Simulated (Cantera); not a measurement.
**Ignition delay**

Mixture: CH4 : O2 : N2 = 1 : 2.99 : 11.2 (molar parts), at 100000 Pa, adiabatic and at constant volume. Ignition delay is the time to a rise of 400 K.

Cantera simulation using GRI-Mech 3.0 (53 species, 325 reactions); the numbers are that mechanism's predictions, not measurements.

```json
[
 {"T0 (K)": "1150", "delay (ms)": "74.6"},
 {"T0 (K)": "1250", "delay (ms)": "17.7"},
 {"T0 (K)": "1350", "delay (ms)": "4.90"},
 {"T0 (K)": "1450", "delay (ms)": "1.60"},
 {"T0 (K)": "1550", "delay (ms)": "0.615"},
 {"T0 (K)": "1650", "delay (ms)": "0.277"},
 {"T0 (K)": "1750", "delay (ms)": "0.140"},
 {"T0 (K)": "1850", "delay (ms)": "0.0774"}
]
```

```json
{
  "apparent activation energy between 1650 and 1850 K": "160 kJ/mol"
}
```
